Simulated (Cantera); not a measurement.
# Thermodynamics of silicon epitaxy and polysilicon growth, feed SiH2Cl2 + Cl2 + N2

Input: 1 mol SiH2Cl2, 0.019 mol Cl2, 180 mol N2, equilibrated at 1.40 mbar.

Cantera equilibrium calculation (NASA polynomials, part measured and part estimated; ideal gas, pure solids and liquids). Candidate condensed phases: NH4Cl, Si, Si3N4; 28 gas species. N2 is the only nitrogen source here; it is nearly inert below about 1500 K, so the nitride shown seldom forms there in practice. The tables' values for SiCl, SiCl3, SiN are old estimates; treat these amounts as uncertain. The numbers say what is thermodynamically allowed, not how fast it happens.

```tsv
T (K)	x N2	x HCl	x SiCl2	x H2	x Si	x SiCl4	x H	x Cl	n Si3N4(s)	n Si(l)
1100	0.989	0.00959	2.04e-5	0.000721	<1e-12	0.000385	1.86e-8	2.21e-7	0.307	0
1200	0.989	0.00953	0.000215	0.000749	<1e-12	0.000259	1.44e-7	1.59e-6	0.300	0
1300	0.989	0.00879	0.000933	0.00112	1.56e-10	6.60e-5	9.88e-7	6.56e-6	0.267	0
1400	0.989	0.00709	0.00195	0.00196	1.52e-8	7.38e-6	5.75e-6	1.72e-5	0.211	0
1500	0.989	0.00510	0.00300	0.00294	7.93e-7	7.32e-7	2.55e-5	3.57e-5	0.150	0
1600	0.989	0.00341	0.00384	0.00375	2.51e-5	7.64e-8	8.90e-5	6.39e-5	0.0971	0
1700	0.988	0.00227	0.00435	0.00423	0.000485	9.43e-9	0.000256	0.000107	0	0.0893
```
x: gas mole fraction; n: condensed amount in mol.

From 1100 K to 1600 K the condensed part is Si3N4(s). At 1700 K the condensed part is Si(l). The main Si-bearing gas is SiCl4 at 1100 K and SiCl2 at 1700 K. The share of Si in condensed phases is highest at 1100 K (92.2 %) and lowest at 1700 K (8.9 %).
